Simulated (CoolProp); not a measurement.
A single-stage vapour-compression cycle with the fluid: evaporating at 204.15 K (dew point), condensing at 238.15 K (bubble point), superheat 5 K, subcooling 8 K, compressor efficiency 0.9, no pressure losses. The same conditions are run with several fluids, on thermodynamics alone (safety and materials aside).

Model: reference Helmholtz-energy equation of state of each fluid (R125: Lemmon 2005; propane: Lemmon 2009; hydrogen sulfide: Lemmon 2006; chlorine: Thol 2021; R13: Platzer 1990; propylene: Lemmon 2013), in CoolProp. The equations of Platzer and Polt are older, rougher fits.

```
fluid             cooling COP  pressure ratio  discharge temperature (K)  refrigerating effect (kJ/kg)  volumetric capacity (kJ/m³)
----------------  -----------  --------------  -------------------------  ----------------------------  ---------------------------
R125                     4.96            5.78                      256.8                           150                          336
propane                  4.98            5.30                      268.5                           402                          267
hydrogen sulfide         4.68            4.92                      321.0                           510                          647
chlorine                 4.59            6.05                      341.3                           284                          186
R13                      4.81            3.80                      262.0                           121                         1450
propylene                4.94            5.10                      274.4                           411                          345
```
